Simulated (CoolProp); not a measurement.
The numbers come from the reference Helmholtz-energy equation of state, Thol 2016 in CoolProp.

Task: Give the vapour pressure (MPa), liquid density (kg/m³), vapour density (kg/m³), liquid cp (kJ/(kg K)) of saturated hexamethyldisiloxane (MM) at 275.1, 344.4, 367.5 K.

Result: 
```csv
T (K),p (MPa),liquid density (kg/m³),vapour density (kg/m³),liquid cp (kJ/(kg K))
275.1,0.00153,784,0.109,1.84
344.4,0.0397,709,2.32,2.03
367.5,0.0844,682,4.75,2.10
```
